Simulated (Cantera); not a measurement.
An adiabatic, constant-volume homogeneous reactor starts with CH₄ : O₂ : N₂ = 1 : 3.77 : 14.2 (molar parts), equivalence ratio 0.53, at 1650 K and 3750 Torr. Integrator tolerance rtol = 1e-08.

Cantera simulation using GRI-Mech 3.0 (53 species, 325 reactions); the numbers are that mechanism's predictions, not measurements.

### Question
What does this change do: 0.059 parts H2 added?

### Answer
```
quantity                                                            before                                    after
---------------------------------  ---------------------------------------  ---------------------------------------
time of steepest temperature rise                                  71.0 µs                                  59.6 µs
temperature at 0.700 s                                              2760 K                                   2771 K
equilibrium temperature                                             2760 K                                   2771 K
x(CH₄) at 0.700 s                    <1e-12 (gas-phase equilibrium <1e-12)    <1e-12 (gas-phase equilibrium <1e-12)
x(O₂) at 0.700 s                     0.0810 (gas-phase equilibrium 0.0810)    0.0793 (gas-phase equilibrium 0.0793)
x(HCO) at 0.700 s                  6.76e-9 (gas-phase equilibrium 6.76e-9)  7.58e-9 (gas-phase equilibrium 7.58e-9)
x(H₂) at 0.700 s                   0.00215 (gas-phase equilibrium 0.00215)  0.00232 (gas-phase equilibrium 0.00232)
x(N₂O) at 0.700 s                  3.26e-6 (gas-phase equilibrium 3.26e-6)  3.28e-6 (gas-phase equilibrium 3.28e-6)
x(OH) at 0.700 s                     0.0136 (gas-phase equilibrium 0.0136)    0.0141 (gas-phase equilibrium 0.0141)
```

### Question
What does this change do: pressure from 3750 Torr to 4730 Torr?

### Answer
```csv
quantity,before,after
time of steepest temperature rise,71.0 µs,58.9 µs
temperature at 0.700 s,2760 K,2770 K
equilibrium temperature,2760 K,2770 K
x(CH₄) at 0.700 s,<1e-12 (gas-phase equilibrium <1e-12),<1e-12 (gas-phase equilibrium <1e-12)
x(O₂) at 0.700 s,0.0810 (gas-phase equilibrium 0.0810),0.0809 (gas-phase equilibrium 0.0809)
x(HCO) at 0.700 s,6.76e-9 (gas-phase equilibrium 6.76e-9),7.06e-9 (gas-phase equilibrium 7.06e-9)
x(H₂) at 0.700 s,0.00215 (gas-phase equilibrium 0.00215),0.00200 (gas-phase equilibrium 0.00200)
x(N₂O) at 0.700 s,3.26e-6 (gas-phase equilibrium 3.26e-6),3.72e-6 (gas-phase equilibrium 3.72e-6)
x(OH) at 0.700 s,0.0136 (gas-phase equilibrium 0.0136),0.0132 (gas-phase equilibrium 0.0132)
```

### Question
What does this change do: initial temperature 1650 to 1775 K?

### Answer
```json
[
 {"quantity": "time of steepest temperature rise", "before": "71.0 µs", "after": "29.6 µs"},
 {"quantity": "temperature at 0.700 s", "before": "2760 K", "after": "2824 K"},
 {"quantity": "equilibrium temperature", "before": "2760 K", "after": "2824 K"},
 {"quantity": "x(CH₄) at 0.700 s", "before": "<1e-12 (gas-phase equilibrium <1e-12)", "after": "<1e-12 (gas-phase equilibrium <1e-12)"},
 {"quantity": "x(O₂) at 0.700 s", "before": "0.0810 (gas-phase equilibrium 0.0810)", "after": "0.0800 (gas-phase equilibrium 0.0800)"},
 {"quantity": "x(HCO) at 0.700 s", "before": "6.76e-9 (gas-phase equilibrium 6.76e-9)", "after": "1.12e-8 (gas-phase equilibrium 1.12e-8)"},
 {"quantity": "x(H₂) at 0.700 s", "before": "0.00215 (gas-phase equilibrium 0.00215)", "after": "0.00277 (gas-phase equilibrium 0.00277)"},
 {"quantity": "x(N₂O) at 0.700 s", "before": "3.26e-6 (gas-phase equilibrium 3.26e-6)", "after": "3.46e-6 (gas-phase equilibrium 3.46e-6)"},
 {"quantity": "x(OH) at 0.700 s", "before": "0.0136 (gas-phase equilibrium 0.0136)", "after": "0.0159 (gas-phase equilibrium 0.0159)"}
]
```
